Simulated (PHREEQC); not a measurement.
Make-up at 70 °C: 1.1 mol/kgw HNO3 and 0.2 mol/kgw KH2PO4. It is in equilibrium with CO2 at log p = -3.5 (atm). Otherwise closed; pH follows from the charge balance.

All values are PHREEQC results (ion-association model, phreeqc.dat), not measurements.

Task: The ionic strength comes out as 1.10 mol/kgw. What activity coefficients do K+, H+, NO3-, H2PO4- get?

Result: K+ 0.57, H+ 0.72, NO3- 0.52, H2PO4- 0.63.

No solid was allowed to form. Ionic strength above about 0.7 mol/kgw puts this run outside the model's range. At this temperature some constants are extrapolated from 25 °C, and those without enthalpy data are left unchanged.
